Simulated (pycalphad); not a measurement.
Source of the numbers: pycalphad with the COST 507 light-alloy database (1999); pressure 1 atm. The data set is of 1999 and partly superseded. Kinetics are ignored, which matters at the lower temperatures.

Molar enthalpy of Zr-8.7Si (at.%) in equilibrium (SER reference):

```tsv
T (K)	H (kJ/mol)	phases
2800	95.22	LIQUID
2680	90.32	LIQUID
2560	85.42	LIQUID
2440	80.52	LIQUID
2320	75.62	LIQUID
2200	70.72	LIQUID
2080	65.82	LIQUID
1960	61.01	LIQUID
1880	57.85	LIQUID
1840	56.29	LIQUID
1800	27.32	BCC_A2 + SIZR3
1760	25.97	BCC_A2 + SIZR3
1720	24.64	BCC_A2 + SIZR3
1600	20.70	BCC_A2 + SIZR3
1480	16.86	BCC_A2 + SIZR3
1360	13.12	BCC_A2 + SIZR3
1240	9.48	BCC_A2 + SIZR3
1120	3.16	HCP_A3 + SIZR3
1000	-0.79	HCP_A3 + SIZR3
880	-4.61	HCP_A3 + SIZR3
760	-8.30	HCP_A3 + SIZR3
640	-11.86	HCP_A3 + SIZR3
520	-15.28	HCP_A3 + SIZR3
```

Cooling from 1840 K to 1800 K, across the freezing range, releases 29.0 kJ/mol, or 338 J/g. The slope is 39 J/(mol K) in the liquid and 34 J/(mol K) just below the solidus, where it includes any heat of precipitation. Liquidus 1827 K, solidus 1814 K. Changes were sought between steps of 40 K, so a narrower field can be missed.

Database names, with the compositions (at.%) that they take in these runs: SIZR3: Zr 75 Si 25. BCC_A2 is bcc; HCP_A3 is hcp.
